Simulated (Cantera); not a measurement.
Cantera run, input and output.

```python
import numpy as np
import cantera as ct

gas = ct.Solution("gri30.yaml")
gas.TPX = 1225, 1333, {'N2O': 1, 'H2': 0.017, 'N2': 3.6}
inlet = ct.Reservoir(gas, clone=True)

reactor = ct.IdealGasConstPressureReactor(gas, energy="off", clone=False)
exhaust = ct.Reservoir(gas, clone=True)
tau = [7.2, 2.6, 0.92, 0.33, 0.12, 0.041, 0.015, 0.0052, 0.0019, 0.00066, 0.00024][0]
for a, b in ((inlet, reactor), (reactor, exhaust)):
    ct.MassFlowController(a, b, mdot=lambda t: reactor.mass / tau)
net = ct.ReactorNet([reactor])
show = ['N2O', 'H2', 'NO', 'HO2', 'NO2']

rows = []
print(f"{'tau/s':>10s}{'T/K':>9s}" + "".join(f"{s:>11s}" for s in show))
for tau in [7.2, 2.6, 0.92, 0.33, 0.12, 0.041, 0.015, 0.0052, 0.0019, 0.00066, 0.00024]:
    net.initial_time = 0.0
    net.advance(30 * tau)
    before = gas.X
    net.advance(40 * tau)
    drift = np.max(np.abs(gas.X - before) / (gas.X + 1e-9))
    rows.append([gas.T, *gas[show].X, drift])
    print(f"{tau:10.3e}{gas.T:9.1f}" + "".join(f"{x:11.3e}" for x in gas[show].X))
```

Result:

```
     tau/s      T/K        N2O         H2         NO        HO2        NO2
 7.200e+00   1225.0  1.926e-01  1.213e-04  1.979e-03  1.983e-07  3.031e-05
 2.600e+00   1225.0  2.053e-01  2.780e-04  7.599e-04  5.069e-07  1.763e-05
 9.200e-01   1225.0  2.107e-01  6.143e-04  2.794e-04  1.060e-06  6.778e-06
 3.300e-01   1225.0  2.131e-01  1.230e-03  1.127e-04  1.500e-06  1.910e-06
 1.200e-01   1225.0  2.147e-01  2.143e-03  5.183e-05  1.500e-06  5.044e-07
 4.100e-02   1225.0  2.159e-01  3.100e-03  2.053e-05  1.186e-06  1.152e-07
 1.500e-02   1225.0  2.164e-01  3.543e-03  6.210e-06  6.343e-07  1.369e-08
 5.200e-03   1225.0  2.166e-01  3.662e-03  1.359e-06  1.377e-07  3.076e-10
 1.900e-03   1225.0  2.166e-01  3.679e-03  2.985e-07  1.657e-08  3.181e-12
 6.600e-04   1225.0  2.166e-01  3.682e-03  5.343e-08  1.166e-09  1.554e-14
 2.400e-04   1225.0  2.166e-01  3.682e-03  8.689e-09  6.746e-11  9.514e-17
```

Computed with Cantera and GRI-Mech 3.0 (53 species, 325 reactions). GRI-Mech 3.0 was tuned for natural gas; its chemistry of N2O as a main component is partial and can be far from experiment. Radical loss at walls, strong at low pressure, is not modelled. The mechanism lacks the step 2 NO + O2 → 2 NO2, which can matter for NO2 below about 1400 K. The temperature is held fixed by assumption; the heat of reaction is taken as removed at once.
